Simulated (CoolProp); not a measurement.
Properties of n-perfluorohexane along the isobar 1.01 bar.

The numbers come from the reference Helmholtz-energy equation of state, Gao 2022 in CoolProp.

| T (K) | phase | speed of sound (m/s) | Joule-Thomson coefficient (K/MPa) | expansivity (1/kK) |
|---|---|---|---|---|
| 299.8 | liquid | 511.0 | -0.2714 | 1.748 |
| 321.2 | liquid | ___ | -0.2177 | 1.933 |
| 342.7 | gas | 88.29 | 18.66 | 3.534 |
| 364.2 | gas | 91.98 | 15.22 | ___ |
| 385.6 | gas | 95.38 | ___ | 2.936 |
| 407.1 | gas | 98.57 | 10.71 | 2.721 |
| 428.5 | gas | 101.6 | 9.201 | 2.543 |
| 450 | gas | 104.5 | 7.996 | 2.390 |

Task: What belongs in the gaps?

Result: 
- 321.2, speed of sound (m/s): 451.4
- 364.2, expansivity (1/kK): 3.199
- 385.6, Joule-Thomson coefficient (K/MPa): 12.67
